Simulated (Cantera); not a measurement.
Cantera run:

```python
import numpy as np
import cantera as ct

gas_names = [...]  # 110 gases of nasa_gas.yaml made of C, H, O
cond_names = """
    C(gr) C6H6(L) C7H8(L) C8H18(L),n-octa H2O(s) H2O(L)
""".split()


# ... load() reads the species with a 1 bar reference pressure and builds the phases ...
atoms = {
    'CO2': {'C': 1, 'O': 2},
    'H2O': {'H': 2, 'O': 1},
    'O2': {'O': 2},
}
top_T = {'C(gr)': 4500}  # K; cautious upper limits of use, not melting points


# ... equilibrate(T, P, feed) seeds the gas with the atoms and calls Mixture.equilibrate('TP', solver="vcs", rtol=1e-11, max_steps=5000) ...
results = []
feed = {'CO2': 1, 'H2O': 2.2, 'O2': 0.16}  # mol
P = 133.322  # Pa
for T in [775, 975, 1175, 1375, 1575, 1775, 1975, 2175, 2375, 2575]:
    mix = equilibrate(T, P, feed)
    results.append((T, P, feed, dict(zip(mix.species_names, mix.species_moles))))

top = {s: max(r[3][s] / sum(r[3][g] for g in gas_names) for r in results) for s in gas_names}
cols = sorted((s for s in top if top[s] > 0.0001), key=lambda s: -top[s])[:9]
seen = [c for c in cond_names if any(r[3].get(c, 0) > 1e-12 for r in results)]
print("log10 of partial pressures in bar; condensed amounts in mol")
print(f"{'T/K':>10s}" + "".join(f"{s[:9]:>10s}" for s in cols + seen))
for T, P, feed, n in results:
    ng = sum(n[g] for g in gas_names)
    print(f"{T:10.4g}" + "".join(f"{np.log10(max(n[s] / ng * P / 1e5, 1e-99)):10.3f}" for s in cols)
          + "".join(f"{n.get(c, 0):10.4g}" for c in seen))
```

It prints:

```
log10 of partial pressures in bar; condensed amounts in mol
       T/K       H2O       CO2         H         O        CO        O2        H2        OH
       775    -3.059    -3.401   -19.386   -15.727   -15.810    -4.197   -14.765   -11.310
       975    -3.059    -3.401   -14.617   -12.241   -11.897    -4.197   -11.351    -9.067
      1175    -3.059    -3.401   -11.455    -9.934    -9.322    -4.197    -9.087    -7.584
      1375    -3.059    -3.402    -9.203    -8.295    -7.502    -4.198    -7.475    -6.532
      1575    -3.060    -3.403    -7.516    -7.069    -6.150    -4.197    -6.270    -5.746
      1775    -3.066    -3.413    -6.214    -6.106    -5.126    -4.174    -5.350    -5.135
      1975    -3.092    -3.463    -5.204    -5.294    -4.399    -4.070    -4.680    -4.637
      2175    -3.171    -3.613    -4.426    -4.591    -3.955    -3.907    -4.229    -4.240
      2375    -3.370    -3.917    -3.834    -4.025    -3.748    -3.810    -3.967    -3.986
      2575    -3.823    -4.403    -3.437    -3.625    -3.727    -3.884    -3.954    -3.954
```

Cantera equilibrium calculation (NASA polynomials, part measured and part estimated; ideal gas, pure solids and liquids).
